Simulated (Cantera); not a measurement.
Feed: 1 mol HMDSO, 0.26 mol CO₂, held at 75.0 Torr.

Method: chemical equilibrium by Gibbs-energy minimisation in Cantera with the NASA 1993 tables (ideal gas, pure condensed phases). Candidate condensed phases: C, C₆H₆, C₇H₈, C₈H₁₈, H₂O, Si, SiC, SiO₂; 123 gas species. The feed counts by its element totals alone. Mutual solubility and eutectic melting of coexisting phases are not modelled. Kinetics and transport are ignored.

x: gas mole fraction; n: condensed amount in mol.

```csv
T (°C),x H₂,x CH₄,x CO,x C₂H₆,n C(graphite),n SiC(s),n SiO₂(α-quartz),n SiO₂(β-quartz)
250,0.0924,0.908,<1e-12,6.87e-7,0.738,1.24,0.760,0
350,0.356,0.644,<1e-12,1.15e-6,1.49,1.24,0.760,0
450,[?],[?],<1e-12,[?],[?],1.24,0.760,0
550,0.921,[?],[?],[?],[?],1.24,0.760,0
650,0.978,0.0222,5.88e-8,4.29e-8,4.82,1.24,0,0.760
750,0.993,0.00739,2.84e-6,1.18e-8,4.95,1.24,0,0.760
850,0.997,0.00292,6.81e-5,3.96e-9,4.99,1.24,0,0.760
```

Question: What belongs in the gaps?

Answer: 
- 550, x CH₄: 0.0791
- 550, x CO: 4.67e-10
- 550, x C₂H₆: 1.84e-7
- 550, n C(graphite): 4.36
- 450, x H₂: 0.722
- 450, x CH₄: 0.278
- 450, x C₂H₆: 6.86e-7
- 450, n C(graphite): 3.06
